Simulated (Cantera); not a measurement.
Moist CO burnout

An isothermal, constant-pressure homogeneous reactor starts with 0.0598 % CO, 0.156 % O₂, 0.0532 % H₂O, 99.7 % N₂, at 1173 K and 2.37 atm.

Cantera simulation using GRI-Mech 3.0 (53 species, 325 reactions); the numbers are that mechanism's predictions, not measurements.

| t (s) | x CO | x O₂ | x H₂O | x O | x H₂ |
|---|---|---|---|---|---|
| 0.000200 | 0.000598 | 0.00156 | 0.000532 | 1.40e-11 | <1e-12 |
| 0.000773 | 0.000598 | 0.00156 | 0.000532 | 5.31e-11 | <1e-12 |
| 0.00299 | 0.000598 | 0.00156 | 0.000532 | 2.49e-10 | 3.50e-12 |
| 0.0116 | 0.000598 | 0.00156 | 0.000532 | 6.22e-9 | 2.97e-10 |
| 0.0447 | 0.000518 | 0.00152 | 0.000528 | 4.54e-6 | 2.46e-6 |
| 0.173 | 0.000155 | 0.00134 | 0.000530 | 1.51e-6 | 1.14e-6 |
| 0.669 | 1.41e-5 | 0.00127 | 0.000532 | 1.76e-7 | 9.45e-8 |
| 2.59 | 2.81e-7 | 0.00126 | 0.000532 | 1.34e-8 | 3.50e-9 |
| 10.0 | 1.27e-9 | 0.00126 | 0.000532 | 2.21e-9 | 4.17e-10 |
x: mole fraction; the columns are a selection and need not sum to one.

Equilibrium at this temperature and pressure: CO 9.99e-11, O₂ 0.00126, H₂O 0.000532, O 3.22e-10, H₂ 6.98e-11 (gas phase only).
